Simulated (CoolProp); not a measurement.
Vapour-liquid equilibrium of propylene (1) + R22 (2) at 0.0706 MPa; x and y are mole fractions of (1).

Computed with CoolProp (multi-fluid Helmholtz-energy mixture model, Lemmon 2013 and Kamei 1995; pair parameters Bell 2016).

```json
[
 {"x": "0.05", "bubble temperature, mixture model (K)": "223.9", "bubble temperature, Raoult's law (K)": "224.5", "y, mixture model": "0.097", "y, Raoult's law": "0.069"},
 {"x": "0.15", "bubble temperature, mixture model (K)": "222.2", "bubble temperature, Raoult's law (K)": "223.8", "y, mixture model": "0.251", "y, Raoult's law": "0.198"},
 {"x": "0.25", "bubble temperature, mixture model (K)": "220.9", "bubble temperature, Raoult's law (K)": "223.0", "y, mixture model": "0.369", "y, Raoult's law": "0.319"},
 {"x": "0.35", "bubble temperature, mixture model (K)": "220.0", "bubble temperature, Raoult's law (K)": "222.3", "y, mixture model": "0.465", "y, Raoult's law": "0.432"},
 {"x": "0.45", "bubble temperature, mixture model (K)": "219.2", "bubble temperature, Raoult's law (K)": "221.6", "y, mixture model": "0.548", "y, Raoult's law": "0.537"},
 {"x": "0.55", "bubble temperature, mixture model (K)": "218.7", "bubble temperature, Raoult's law (K)": "220.9", "y, mixture model": "0.624", "y, Raoult's law": "0.635"},
 {"x": "0.65", "bubble temperature, mixture model (K)": "218.3", "bubble temperature, Raoult's law (K)": "220.2", "y, mixture model": "0.699", "y, Raoult's law": "0.726"},
 {"x": "0.75", "bubble temperature, mixture model (K)": "218.0", "bubble temperature, Raoult's law (K)": "219.5", "y, mixture model": "0.774", "y, Raoult's law": "0.811"},
 {"x": "0.85", "bubble temperature, mixture model (K)": "217.8", "bubble temperature, Raoult's law (K)": "218.8", "y, mixture model": "0.856", "y, Raoult's law": "0.891"},
 {"x": "0.95", "bubble temperature, mixture model (K)": "217.8", "bubble temperature, Raoult's law (K)": "218.2", "y, mixture model": "0.948", "y, Raoult's law": "0.965"}
]
```

The largest gap from Raoult's law is -2.4 K in bubble temperature, at x = 0.45. y crosses x between x = 0.85 and 0.95: the model has an azeotrope there.

Pair parameters are fitted to limited data, so mixtures are less certain than the pure fluids.
